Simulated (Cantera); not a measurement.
A perfectly stirred reactor is fed with H2 : O2 : N2 = 1 : 0.312 : 1.17 (molar parts), equivalence ratio 1.6, at 330 Torr; it is adiabatic with a 525 K inlet, and is followed from long to short residence time, starting on the burning branch (τ in s: 0.26, 0.11, 0.045, 0.019, 0.0079, 0.0033, 0.0014, 0.00057, 0.00024, 9.9e-05, 4.1e-05, 1.7e-05).

Model: GRI-Mech 3.0 (53 species, 325 reactions), integrated in Cantera.

Q: Predict: blow-out, bracketed by the residence times tried; x(H2) at τ = 0.260 s; x(O2) at τ = 0.260 s; x(NO) at τ = 0.260 s; x(H2O) at τ = 0.260 s; x(OH) at τ = 0.260 s; x(H2) at τ = 1.40 ms; x(O2) at τ = 1.40 ms; x(NO) at τ = 1.40 ms; x(H2O) at τ = 1.40 ms; x(OH) at τ = 1.40 ms.

A: 
| Property | Result |
|---|---|
| blow-out, bracketed by the residence times tried | burning at 41.0 µs, out at 17.0 µs |
| x(H2) at τ = 0.260 s | 0.169 |
| x(O2) at τ = 0.260 s | 7.17e-5 |
| x(NO) at τ = 0.260 s | 0.000205 |
| x(H2O) at τ = 0.260 s | 0.283 |
| x(OH) at τ = 0.260 s | 0.00256 |
| x(H2) at τ = 1.40 ms | 0.152 |
| x(O2) at τ = 1.40 ms | 0.00202 |
| x(NO) at τ = 1.40 ms | 3.88e-5 |
| x(H2O) at τ = 1.40 ms | 0.262 |
| x(OH) at τ = 1.40 ms | 0.00887 |
